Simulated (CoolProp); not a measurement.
A closed Brayton cycle with carbon dioxide: compressor inlet 307.15 K and 9.4 MPa, high pressure 24.7 MPa, turbine inlet 655 K, compressor efficiency 0.8, turbine efficiency 0.85, recuperator effectiveness 0.9 (on enthalpy, no pinch check). Each further row changes one setting.

Computed with CoolProp (reference Helmholtz-energy equation of state, Span 1996).

| case | thermal efficiency (%) | net work (kJ/kg) | compressor to turbine work | compressor exit (K) | turbine exit (K) |
|---|---|---|---|---|---|
| as stated | 27.2 | 65.5 | 0.28 | 333.0 | 557.3 |
| turbine inlet 605 K | 24.9 | 56.2 | 0.31 | 333.0 | 510.6 |
| compressor inlet 317.15 K | 25.0 | 54.6 | 0.40 | 371.2 | 557.3 |
| high pressure 21 MPa | 26.0 | 57.5 | 0.25 | 327.8 | 573.5 |
| recuperator effectiveness 0.5 | 18.2 | 65.5 | 0.28 | 333.0 | 557.3 |
